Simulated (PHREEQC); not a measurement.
Make-up at 20 °C: 6.8 mmol/kgw ZnCl2, 0.073 mmol/kgw KCl and 15 mmol/kgw H2SO4. Closed to the air; pH follows from the charge balance.

Equilibrium calculation in PHREEQC: ion-association model, wateq4f.dat.

| quantity | before | after |
|---|---|---|
| pH | 1.70 | 2.02 |
| ionic strength (mol/kgw) | 0.0449 | 0.0482 |
| HSO4- (mol/kgw) | 0.00660 | 0.00396 |
| SO4-2 (mol/kgw) | 0.00650 | 0.00841 |
| Zn+2 (mol/kgw) | 0.00493 | 0.00461 |
| ZnSO4 (mol/kgw) | 0.00170 | 0.00198 |
| SI of Goslarite (ZnSO4:7H2O) | -3.12 | -3.05 |
| SI of Zincite(c) (ZnO) | -10.63 | -10.01 |

Question: Name the change that produced these shifts.
(A) KCl left out
(B) H2SO4 replaced by KHSO4 at the same molality
(C) temperature from 20 to 35 °C
(D) diluted 2-fold with water
(E) temperature from 20 to 55 °C

Answer: B, H2SO4 replaced by KHSO4 at the same molality

No solid was allowed to form.
